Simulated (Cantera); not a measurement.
What does this Cantera script print?

```python
import numpy as np
import cantera as ct

gas_names = """
    N N2 Si SiN Si2 Si2N Si3
""".split()
cond_names = """
    Si(cr) Si(L) Si3N4(a)
""".split()


# ... load() reads the species with a 1 bar reference pressure and builds the phases ...
atoms = {
    'Si3N4': {'Si': 3, 'N': 4},
    'N2': {'N': 2},
    'Si': {'Si': 1},
}
top_T = {'Si3N4(a)': 2400}  # K; cautious upper limits of use, not melting points


# ... equilibrate(T, P, feed) seeds the gas with the atoms and calls Mixture.equilibrate('TP', solver="vcs", rtol=1e-11, max_steps=5000) ...
results = []
feed = {'Si3N4': 1, 'N2': 0.23, 'Si': 0.0022}  # mol
T = 2775  # K
P = 1000  # Pa
mix = equilibrate(T, P, feed)
results.append((T, P, feed, dict(zip(mix.species_names, mix.species_moles))))
x = sorted(zip(gas.X, gas.species_names), reverse=True)
print(f"T = {T:g} K  P = {P:g} Pa  gas = {mix.phase_moles(0):.4g} mol")
print("   x: " + "  ".join(f"{s} {v:.3e}" for v, s in x if v > 1e-06))
print("   condensed (mol): " + ("  ".join(f"{mix.phase(i).name} {mix.phase_moles(i):.4g}"
      for i in range(1, mix.n_phases) if mix.phase_moles(i) > 1e-12) or "none"))
```

Output:

```
T = 2775 K  P = 1000 Pa  gas = 5.2 mol
   x: Si 5.655e-01  N2 4.273e-01  Si2 4.058e-03  SiN 2.566e-03  Si2N 3.592e-04  Si3 1.192e-04  N 1.899e-05
   condensed (mol): none
```

These are equilibrium values from Cantera (NASA tables, ideal gas, pure condensed phases), not measurements of a reactor. The tables' values for SiN are old estimates; treat these amounts as uncertain.
